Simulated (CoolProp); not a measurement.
Vapour-liquid equilibrium of n-octane (1) + ethylbenzene (2) at 0.285 MPa; x and y are mole fractions of (1).

Computed with CoolProp (multi-fluid Helmholtz-energy mixture model, Beckmüller 2019 and Zhou 2012; pair parameters Bell 2016).

```json
[
 {"x": "0.05", "bubble temperature (K)": "451.4", "y at the bubble point": "0.072", "dew temperature at overall composition x (K)": "451.7", "liquid density (mol/L)": "6.627"},
 {"x": "0.15", "bubble temperature (K)": "449.2", "y at the bubble point": "0.200", "dew temperature at overall composition x (K)": "450.1", "liquid density (mol/L)": "6.414"},
 {"x": "0.25", "bubble temperature (K)": "447.4", "y at the bubble point": "0.313", "dew temperature at overall composition x (K)": "448.4", "liquid density (mol/L)": "6.211"},
 {"x": "0.35", "bubble temperature (K)": "445.9", "y at the bubble point": "0.416", "dew temperature at overall composition x (K)": "446.9", "liquid density (mol/L)": "6.019"},
 {"x": "0.45", "bubble temperature (K)": "444.6", "y at the bubble point": "0.511", "dew temperature at overall composition x (K)": "445.5", "liquid density (mol/L)": "5.835"},
 {"x": "0.55", "bubble temperature (K)": "443.6", "y at the bubble point": "0.601", "dew temperature at overall composition x (K)": "444.2", "liquid density (mol/L)": "5.661"},
 {"x": "0.65", "bubble temperature (K)": "442.7", "y at the bubble point": "0.689", "dew temperature at overall composition x (K)": "443.0", "liquid density (mol/L)": "5.495"},
 {"x": "0.75", "bubble temperature (K)": "441.9", "y at the bubble point": "0.776", "dew temperature at overall composition x (K)": "442.1", "liquid density (mol/L)": "5.338"},
 {"x": "0.85", "bubble temperature (K)": "441.3", "y at the bubble point": "0.864", "dew temperature at overall composition x (K)": "441.4", "liquid density (mol/L)": "5.189"},
 {"x": "0.95", "bubble temperature (K)": "440.8", "y at the bubble point": "0.954", "dew temperature at overall composition x (K)": "440.9", "liquid density (mol/L)": "5.047"}
]
```

No azeotrope shows between x = 0.05 and 0.95.

Pair parameters are fitted to limited data, so mixtures are less certain than the pure fluids.
